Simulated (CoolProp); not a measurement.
A single-stage vapour-compression cycle with the fluid: evaporating at 198.15 K (dew point), condensing at 228.15 K (bubble point), superheat 0 K, subcooling 0 K, compressor efficiency 0.75, no pressure losses. The same conditions are run with several fluids, on thermodynamics alone (safety and materials aside).

Computed with CoolProp (reference Helmholtz-energy equation of state of each fluid (hydrogen sulfide: Lemmon 2006; C3F8 (R218): Lemmon 2006; propylene: Lemmon 2013; chlorine: Thol 2021; R22: Kamei 1995; CH2F2 (R32): Tillner-Roth 1997)).

| fluid | cooling COP | pressure ratio | discharge temperature (K) | refrigerating effect (kJ/kg) | volumetric capacity (kJ/m³) |
|---|---|---|---|---|---|
| hydrogen sulfide | 4.27 | 4.60 | 318.1 | 503 | 476 |
| C3F8 (R218) | 4.25 | ? | 232.8 | ? | 125 |
| propylene | 4.43 | 4.76 | 269.5 | 403 | 249 |
| chlorine | 4.20 | 5.61 | 341.1 | 281 | 131 |
| R22 | 4.38 | 5.63 | ? | 222 | 173 |
| CH2F2 (R32) | 4.27 | 5.37 | 307.9 | 358 | 302 |

### Question
Complete the blanks.

### Answer

- C3F8 (R218), pressure ratio: 5.73
- C3F8 (R218), refrigerating effect (kJ/kg): 90.1
- R22, discharge temperature (K): 286.3
